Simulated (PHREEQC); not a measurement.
A made-up water analysis in mg/L, 80 °C, pH 5.5, pe 9.7:

```json
[
 {"constituent": "Na", "mg/L": "0.000582"},
 {"constituent": "K", "mg/L": "0.0138"},
 {"constituent": "Ca", "mg/L": "0.0048"},
 {"constituent": "Mg", "mg/L": "0.00619"},
 {"constituent": "Cl", "mg/L": "0.014"},
 {"constituent": "S(6) as SO4", "mg/L": "0.00489"},
 {"constituent": "Alkalinity as HCO3", "mg/L": "0.0365"},
 {"constituent": "Li", "mg/L": "1.25e-05"}
]
```

Valence states are taken as typed.

Model: ion-association model, wateq4f.dat, run in PHREEQC.

- ionic strength = 4.71e-6 mol/kgw
- charge-balance error = 0.4 %

```csv
species,molality,activity,log γ
CO2,2.54e-5,2.54e-5,0.000
HCO3-,3.69e-6,3.68e-6,-0.001
H+,3.17e-6,3.16e-6,-0.001
Cl-,3.95e-7,3.94e-7,-0.001
K+,3.53e-7,3.52e-7,-0.001
Mg+2,2.55e-7,2.52e-7,-0.005
Ca+2,1.20e-7,1.18e-7,-0.005
OH-,7.75e-8,7.73e-8,-0.001
SO4-2,5.08e-8,5.03e-8,-0.005
Na+,2.53e-8,2.52e-8,-0.001
Li+,1.80e-9,1.80e-9,-0.001
```

This is a speciation only: nothing precipitates in the calculation. Away from 25 °C the constants follow the database's enthalpies or fits; those with neither stay at their 25 °C values.
